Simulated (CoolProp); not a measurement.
A single-stage vapour-compression cycle with methanol: evaporating at 299.15 K (dew point), condensing at 338.15 K (bubble point), superheat 10 K, subcooling 2 K, compressor efficiency 0.9, no pressure losses. Each further row changes one setting.

Values from CoolProp's reference Helmholtz-energy equation of state, de Reuck 1993.

```json
[
 {"case": "as stated", "cooling COP": "6.08", "pressure ratio": "5.78", "discharge temperature (K)": "424.7", "refrigerating effect (kJ/kg)": "1090", "volumetric capacity (kJ/m³)": "247"},
 {"case": "evaporating temperature 304.15 K", "cooling COP": "7.21", "pressure ratio": "4.49", "discharge temperature (K)": "412.2", "refrigerating effect (kJ/kg)": "1100", "volumetric capacity (kJ/m³)": "…"},
 {"case": "condensing temperature 333.15 K", "cooling COP": "7.07", "pressure ratio": "…", "discharge temperature (K)": "410.5", "refrigerating effect (kJ/kg)": "1110", "volumetric capacity (kJ/m³)": "250"},
 {"case": "subcooling 7 K", "cooling COP": "…", "pressure ratio": "5.78", "discharge temperature (K)": "424.7", "refrigerating effect (kJ/kg)": "1110", "volumetric capacity (kJ/m³)": "250"},
 {"case": "superheat 20 K", "cooling COP": "5.96", "pressure ratio": "5.78", "discharge temperature (K)": "438.6", "refrigerating effect (kJ/kg)": "1110", "volumetric capacity (kJ/m³)": "…"},
 {"case": "compressor efficiency 0.8", "cooling COP": "5.40", "pressure ratio": "5.78", "discharge temperature (K)": "437.6", "refrigerating effect (kJ/kg)": "1090", "volumetric capacity (kJ/m³)": "247"}
]
```

What belongs in the gaps?


- evaporating temperature 304.15 K, volumetric capacity (kJ/m³): 316
- condensing temperature 333.15 K, pressure ratio: 4.74
- subcooling 7 K, cooling COP: 6.16
- superheat 20 K, volumetric capacity (kJ/m³): 242
